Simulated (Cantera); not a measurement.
Charge: 1 mol SiHCl₃, 0.033 mol C₂H₂, 2.7 mol H₂, 2.6 mol CH₄, equilibrated at 1.10 mbar.

Method: chemical equilibrium by Gibbs-energy minimisation in Cantera with the NASA 1993 tables (ideal gas, pure condensed phases). Candidate condensed phases: C, C₆H₆, C₇H₈, C₈H₁₈, Si, SiC; 109 gas species. The tables' values for SiCl, SiCl₃ are old estimates; treat these amounts as uncertain. Gases not in the tables: Si₂H₆ and higher silanes. Equilibrium is a limit: real reactors are often held back by kinetics, nucleation or transport.

x: gas mole fraction; n: condensed amount in mol.

```tsv
T (K)	x H₂	x HCl	x H	x Si	x Cl	x SiCl₂	n C(graphite)	n SiC(s)
1423	0.700	0.298	0.000168	7.37e-9	5.83e-5	0.00202	1.69	0.979
1523	0.701	0.295	0.000583	1.30e-7	0.000197	0.00323	1.70	0.967
1623	0.701	0.291	0.00175	1.62e-6	0.000571	0.00481	1.71	0.951
1723	0.701	0.286	0.00460	1.49e-5	0.00145	0.00673	1.73	0.932
1823	0.698	0.278	0.0109	0.000107	0.00332	0.00890	1.75	0.908
1923	0.689	0.268	0.0236	0.000629	0.00689	0.0111	1.78	0.877
2023	0.670	0.252	___	___	___	___	1.83	0.820
2123	0.632	0.227	0.0860	0.0130	0.0227	0.0144	1.96	0.660
2223	___	___	___	___	___	0.0140	2.39	___
2323	0.471	0.166	0.225	0.0574	0.0572	0.00558	2.37	0
```

Question: Complete the blanks.

Answer: 
- 2223, x H₂: 0.555
- 2223, x HCl: 0.189
- 2223, x H: 0.144
- 2223, x Si: 0.0481
- 2223, x Cl: 0.0356
- 2223, n SiC(s): 0.0844
- 2023, x H: 0.0469
- 2023, x Si: 0.00308
- 2023, x Cl: 0.0131
- 2023, x SiCl₂: 0.0131
